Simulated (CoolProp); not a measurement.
Vapour pressure (kPa) of methane: the reference equation beside estimates from Tc = -82.6 °C, pc = 4599 kPa, ω = 0.011. Clausius-Clapeyron is anchored at -131.55 °C with a constant enthalpy of vaporisation of 7.065 kJ/mol.

The numbers come from the reference Helmholtz-energy equation of state, Setzmann 1991 in CoolProp.

| T (°C) | reference | Lee-Kesler | Clausius-Clapeyron | van der Waals | Redlich-Kwong | Soave-Redlich-Kwong | Peng-Robinson |
|---|---|---|---|---|---|---|---|
| -131.55 | 695.9 | 697.1 | 695.9 | 1242 | 652.7 | 700.1 | 700.1 |
| -127.55 | 847.3 | 849.1 | 820.6 | 1420 | 808.0 | 854.5 | 852.8 |
| -123.45 | 1026 | 1028 | 962.8 | 1620 | 992.3 | 1037 | 1033 |
| -119.45 | 1225 | 1227 | 1116 | 1831 | 1198 | 1240 | 1234 |
| -115.35 | 1456 | 1458 | 1288 | 2064 | 1438 | 1476 | 1467 |
| -111.35 | 1710 | 1711 | 1472 | 2309 | 1702 | 1735 | 1724 |
| -107.35 | 1995 | 1995 | 1671 | 2571 | 1997 | 2024 | 2011 |
| -103.25 | 2320 | 2320 | 1891 | 2858 | 2333 | 2354 | 2339 |
| -99.25 | 2673 | 2672 | 2121 | 3156 | 2695 | 2710 | 2695 |
| -95.15 | 3074 | 3073 | 2374 | 3481 | 3102 | 3112 | 3098 |
| -91.15 | 3507 | 3507 | 2636 | 3817 | 3537 | 3543 | 3530 |
| -87.15 | 3986 | 3988 | 2915 | 4171 | 4011 | 4013 | 4005 |

Absolute difference from the reference over all 12 rows, mean and median: Lee-Kesler 0.1 and 0.1 %, Clausius-Clapeyron 14.5 and 15.1 %, van der Waals 35.6 and 32.0 %, Redlich-Kwong 1.8 and 0.9 %, Soave-Redlich-Kwong 1.2 and 1.2 %, Peng-Robinson 0.7 and 0.7 %.
